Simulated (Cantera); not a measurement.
Input: 1 mol BN, a varied amount of O₂, 0.82 mol N₂, at 702 °C and 0.110 bar.

These are equilibrium values from Cantera (NASA tables, ideal gas, pure condensed phases), not measurements of a reactor. Candidate condensed phases: B, BN, B₂O₃; 17 gas species. The numbers say what is thermodynamically allowed, not how fast it happens.

Problem. Which condensed phases are stable at each of these points (n(O₂) (mol)): 0.13, 0.17, 0.23, 0.29, 0.38, 0.49, 0.64, 0.83, 1.1, 1.4, 1.8, 2.3, 3?

Solution. 
```tsv
n(O₂) (mol)	condensed phases	B condensed (%)
0.13	BN(s) + B₂O₃(l)	100.0
0.17	BN(s) + B₂O₃(l)	100.0
0.23	BN(s) + B₂O₃(l)	100.0
0.29	BN(s) + B₂O₃(l)	100.0
0.38	BN(s) + B₂O₃(l)	100.0
0.49	BN(s) + B₂O₃(l)	100.0
0.64	BN(s) + B₂O₃(l)	100.0
0.83	B₂O₃(l)	100.0
1.1	B₂O₃(l)	100.0
1.4	B₂O₃(l)	100.0
1.8	B₂O₃(l)	100.0
2.3	B₂O₃(l)	100.0
3	B₂O₃(l)	100.0
```

From 0.13 mol O₂ to 0.64 mol O₂ the condensed part is BN(s) + B₂O₃(l). From 0.83 mol O₂ to 3 mol O₂ the condensed part is B₂O₃(l).
